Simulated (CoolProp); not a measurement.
Properties of nitrous oxide along the isobar 0.28 MPa.

Model: reference Helmholtz-energy equation of state, Lemmon 2006, in CoolProp. It is a short technical equation, of lower accuracy than the large ones.

```tsv
T (K)	phase	density (kg/m³)	cp (kJ/(kg K))	cv (kJ/(kg K))	isothermal compressibility (1/MPa)	expansivity (1/kK)
257.4	gas	5.902	0.8640	0.6544	3.662	4.195
281.1	gas	5.371	0.8812	0.6769	3.639	3.769
304.8	gas	4.933	0.9004	0.6995	3.623	3.432
328.5	gas	4.563	0.9199	0.7214	3.612	3.156
352.1	gas	4.247	0.9390	0.7422	3.603	2.925
375.8	gas	3.972	0.9578	0.7623	3.597	2.726
399.5	gas	3.732	0.9759	0.7815	3.592	2.554
423.2	gas	3.519	0.9935	0.7998	3.588	2.404
446.9	gas	3.329	1.010	0.8174	3.585	2.271
470.5	gas	3.160	1.027	0.8341	3.582	2.152
494.2	gas	3.007	1.042	0.8502	3.580	2.046
```
